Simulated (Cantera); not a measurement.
An isothermal, constant-pressure homogeneous reactor starts with N₂O = 1 (molar parts), at 1600 K and 20000 Pa. Integrator tolerance rtol = 1e-08.

Cantera simulation using GRI-Mech 3.0 (53 species, 325 reactions); the numbers are that mechanism's predictions, not measurements. GRI-Mech 3.0 was tuned for natural gas; its chemistry of N2O as a main component is partial and can be far from experiment. The temperature is held fixed by assumption; the heat of reaction is taken as removed at once.

Question: What does this change do: temperature 1600 to 1148 K?

Answer: 
| quantity | before | after |
|---|---|---|
| x(N₂O) at 40.0 s | 9.06e-6 (gas-phase equilibrium 5.51e-8) | 0.144 (gas-phase equilibrium 4.49e-9) |
| x(NO) at 40.0 s | 0.167 (gas-phase equilibrium 0.00225) | 0.0455 (gas-phase equilibrium 0.000150) |
| x(NO₂) at 40.0 s | 0.000326 (gas-phase equilibrium 5.08e-6) | 0.000121 (gas-phase equilibrium 1.85e-6) |
| x(O₂) at 40.0 s | 0.250 (gas-phase equilibrium 0.332) | 0.263 (gas-phase equilibrium 0.333) |
| x(O) at 40.0 s | 1.64e-5 (gas-phase equilibrium 1.88e-5) | 5.14e-7 (gas-phase equilibrium 1.03e-8) |
| x(N₂) at 40.0 s | 0.583 (gas-phase equilibrium 0.666) | 0.548 (gas-phase equilibrium 0.667) |
The mechanism lacks the step 2 NO + O2 → 2 NO2, which can matter for NO2 below about 1400 K.
